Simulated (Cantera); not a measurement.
Input: 1 mol SiCl4, 0.22 mol C2H4, 14 mol H2, held at 1400 K and 14.3 Torr.

Method: chemical equilibrium by Gibbs-energy minimisation in Cantera with the NASA 1993 tables (ideal gas, pure condensed phases). Candidate condensed phases: C, C6H6, C7H8, C8H18, Si, SiC; 109 gas species. The tables' values for SiCl3 are old estimates; treat these amounts as uncertain. The numbers say what is thermodynamically allowed, not how fast it happens.

Base state: H2 0.798, HCl 0.168, SiCl2 0.0280, SiCl3 0.00360, SiCl4 0.00197, SiHCl3 0.000662, SiH2Cl2 3.35e-5, H 3.15e-5 (mole fractions); condensed: SiC(s).

Question: What changes in the equilibrium state with this change: temperature from 1400 K to 2648 K?

Answer: 
```json
[
 {"species": "H2", "before": "0.798", "after": "0.515"},
 {"species": "H", "before": "3.15e-5", "after": "0.242"},
 {"species": "HCl", "before": "0.168", "after": "0.143"},
 {"species": "Cl", "before": "5.46e-6", "after": "0.0468"},
 {"species": "Si", "before": "1.16e-8", "after": "0.0358"},
 {"species": "SiCl2", "before": "0.0280", "after": "0.00261"},
 {"species": "SiC2", "before": "<1e-9", "after": "0.00586"},
 {"species": "C2H2 (acetylene)", "before": "<1e-9", "after": "0.00425"},
 {"species": "SiCl4", "before": "0.00197", "after": "1.89e-9"},
 {"species": "Si2C", "before": "<1e-9", "after": "0.000720"},
 {"species": "C2H", "before": "<1e-9", "after": "0.000193"},
 {"species": "SiC(s), mol", "before": "0.440", "after": "0"}
]
```
The tables' values for SiCl are old estimates; treat these amounts as uncertain. Gases not in the tables: Si2H6 and higher silanes.
